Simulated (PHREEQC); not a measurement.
# Acid mine or pickling water

Model water analysis in mmol/kgw, 25 °C, pH 2.08, pe 11.2:

```json
[
 {"constituent": "Na", "mmol/kgw": "83"},
 {"constituent": "K", "mmol/kgw": "4.51"},
 {"constituent": "Ca", "mmol/kgw": "2.17"},
 {"constituent": "Mg", "mmol/kgw": "2.08"},
 {"constituent": "Cl", "mmol/kgw": "25.7"},
 {"constituent": "S(6)", "mmol/kgw": "45"},
 {"constituent": "Fe(3)", "mmol/kgw": "0.028"},
 {"constituent": "Zn", "mmol/kgw": "0.0104"},
 {"constituent": "Si", "mmol/kgw": "0.0155"},
 {"constituent": "Cd", "mmol/kgw": "0.472"},
 {"constituent": "P", "mmol/kgw": "0.05"}
]
```

Valence states are taken as typed.

Computed with PHREEQC (ion-association model, wateq4f.dat).

```
Property                     Result
--------------------  -------------
ionic strength        0.129 mol/kgw
total alkalinity       -20.7 meq/kg
charge-balance error          1.0 %
```

```tsv
species	molality	activity	log γ
Na+	0.0792	0.0608	-0.115
SO4-2	0.0284	0.00972	-0.466
Cl-	0.0256	0.0191	-0.128
HSO4-	0.0103	0.00786	-0.120
H+	0.0102	0.00832	-0.089
K+	0.00423	0.00315	-0.128
NaSO4-	0.00383	0.00296	-0.112
Ca+2	0.00126	0.000456	-0.440
Mg+2	0.00113	0.000430	-0.419
MgSO4	0.000952	0.000980	0.013
CaSO4	0.000858	0.000884	0.013
KSO4-	0.000279	0.000215	-0.112
Cd+2	0.000152	5.26e-5	-0.460
CdSO4	0.000143	0.000147	0.013
CdCl+	0.000125	9.56e-5	-0.115
CaHSO4+	5.62e-5	4.31e-5	-0.115
```

No solid was allowed to form. The solution is supersaturated, for example in Hematite (slow to form), Goethite (slow to form), so a real one may precipitate; this is no full list. H3PO4, which wateq4f.dat lacks, is added to it with the constant of phreeqc.dat. The database has no phosphate complexes of Zn, Cd.
